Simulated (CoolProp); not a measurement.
Aqueous lithium chloride as a coolant, at -12 °C, 1 atm.

Model: Melinder's fits for secondary coolants, in CoolProp.

```
mass %  freezing point (°C)  density (kg/m³)  conductivity (W/(m K))  cp (kJ/(kg K))  viscosity (mPa s)
------  -------------------  ---------------  ----------------------  --------------  -----------------
10.8                  -13.6             1065                   0.523           3.564                  …
12.5                  -17.2             1076                   0.520               …               4.06
14.2                  -21.5             1086                   0.518           3.364               4.32
15.9                  -26.9             1097                   0.515               …                  …
17.6                  -33.3             1107                   0.512               …               4.93
```

**Question.** Some entries are withheld; supply them.

**Answer.** 
- 10.8, viscosity (mPa s): 3.81
- 12.5, cp (kJ/(kg K)): 3.462
- 15.9, cp (kJ/(kg K)): 3.268
- 15.9, viscosity (mPa s): 4.61
- 17.6, cp (kJ/(kg K)): 3.179
